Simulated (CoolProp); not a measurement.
Vapour-liquid equilibrium of ethanol (1) + n-nonane (2) at 402.6 K; x and y are mole fractions of (1).

Model: multi-fluid Helmholtz-energy mixture model, Schroeder 2014 and Lemmon 2006; pair parameters Bell 2016, in CoolProp.

### Question
Give the bubble pressure and the first vapour's composition at x = 0.5, 0.65, 0.95. Is there an azeotrope?

### Answer
x = 0.5: 0.4573 MPa, y = 0.895; x = 0.65: 0.4839 MPa, y = 0.908; x = 0.95: 0.5511 MPa, y = 0.974. No azeotrope shows between x = 0.05 and 0.95.

Pair parameters are fitted to limited data, so mixtures are less certain than the pure fluids. With so large a gap from Raoult's law the liquid may split in two, which this calculation doesn't test in full.
